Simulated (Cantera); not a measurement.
Charge: 1 mol Si, 1.3 mol Cl2, 0.21 mol H2, 0.52 mol HCl, equilibrated at 700 °C and 0.580 bar.

Method: chemical equilibrium by Gibbs-energy minimisation in Cantera with the NASA 1993 tables (ideal gas, pure condensed phases). Candidate condensed phases: Si; 19 gas species. The tables' values for SiCl3 are old estimates; treat these amounts as uncertain. Equilibrium is a limit: real reactors are often held back by kinetics, nucleation or transport.

Base state: SiCl4 0.554, H2 0.325, SiHCl3 0.106, HCl 0.00959, SiCl3 0.00296, SiH2Cl2 0.00210, SiCl2 0.000454, SiH3Cl 1.06e-5 (mole fractions); condensed: Si(s).

Problem. What changes in the equilibrium state with this change: temperature from 700 °C to 302 °C?

Solution. 
```csv
species,before,after
SiCl4,0.554,0.549
H2,0.325,0.324
SiHCl3,0.106,0.126
HCl,0.00959,2.10e-5
SiCl2,0.000454,<1e-9
SiCl3,0.00296,3.61e-7
SiH3Cl,1.06e-5,2.67e-6
"Si(s), mol",0.188,0.181
```

Problem. What changes in the equilibrium state with this change: Cl2 from 1.3 to 2 mol?

Solution. 
```csv
species,before,after
SiCl4,0.554,0.577
HCl,0.00959,0.302
H2,0.325,0.120
SiHCl3,0.106,0.00129
SiH3Cl,1.06e-5,<1e-9
SiH2Cl2,0.00210,3.01e-7
SiCl2,0.000454,1.76e-7
SiCl3,0.00296,5.95e-5
"Si(s), mol",0.188,0
```
